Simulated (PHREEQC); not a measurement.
Dissolve 0.7 mol HCl and 0.88 mol KCl per kg of water at 25 °C. Closed to the air; pH follows from the charge balance.

Model: Pitzer model, pitzer.dat, run in PHREEQC.

Each row changes one thing in this solution. Precipitation was switched off in this run.

```
case                            pH  SI of Sylvite (KCl)
----------------------------  ----  -------------------
as made                       0.11                -1.15
KCl from 0.88 to 4.4 mol/kgw     ?                    ?
HCl from 0.7 to 0.77 mol/kgw  0.05                -1.13
HCl from 0.7 to 3.5 mol/kgw      ?                    ?
HCl left out                  6.97                    ?
```

**Question.** Some entries are withheld; supply them.

**Answer.** 
- KCl from 0.88 to 4.4 mol/kgw, pH: -0.22
- KCl from 0.88 to 4.4 mol/kgw, SI of Sylvite (KCl): +0.05
- HCl from 0.7 to 3.5 mol/kgw, pH: -1.24
- HCl from 0.7 to 3.5 mol/kgw, SI of Sylvite (KCl): -0.44
- HCl left out, SI of Sylvite (KCl): -1.44

In brines, pH and single-ion activities rest on the MacInnes convention.
